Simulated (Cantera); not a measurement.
Feed: 1 mol SiC, 0.042 mol CO2, 290 mol N2, 1.4 mol H2O, at 0.550 bar.

These are equilibrium values from Cantera (NASA tables, ideal gas, pure condensed phases), not measurements of a reactor. Candidate condensed phases: C, C6H6, C7H8, C8H18, H2O, Si, SiC, SiO2, Si2N2O, Si3N4; 151 gas species. Mutual solubility and eutectic melting of coexisting phases are not modelled. Rates play no part.

### Question
Which condensed phases are stable at each of these points (T (K)): 1573, 1623, 1673, 1723, 1773, 1823, 1873, 1923, 1973, 2023, 2073, 2123, 2173, 2223?

### Answer
| T (K) | condensed phases | Si condensed (%) |
|---|---|---|
| 1573 | C(graphite) + Si2N2O(s) | 100.0 |
| 1623 | C(graphite) + Si2N2O(s) | 99.9 |
| 1673 | Si2N2O(s) | 99.7 |
| 1723 | SiC(s) + Si2N2O(s) | 99.1 |
| 1773 | SiC(s) + Si2N2O(s) | 97.5 |
| 1823 | Si2N2O(s) + Si3N4(s) | 92.8 |
| 1873 | Si2N2O(s) + Si3N4(s) | 80.4 |
| 1923 | Si3N4(s) | 53.4 |
| 1973 | Si3N4(s) | 51.2 |
| 2023 | SiC(s) + Si3N4(s) | 30.0 |
| 2073 | SiC(s) | 22.9 |
| 2123 | SiC(s) | 19.9 |
| 2173 | SiC(s) | 15.0 |
| 2223 | SiC(s) | 7.4 |

From 1573 K to 1623 K the condensed part is C(graphite) + Si2N2O(s). At 1673 K the condensed part is Si2N2O(s). From 1723 K to 1773 K the condensed part is SiC(s) + Si2N2O(s). From 1823 K to 1873 K the condensed part is Si2N2O(s) + Si3N4(s). From 1923 K to 1973 K the condensed part is Si3N4(s). At 2023 K the condensed part is SiC(s) + Si3N4(s). From 2073 K to 2223 K the condensed part is SiC(s).
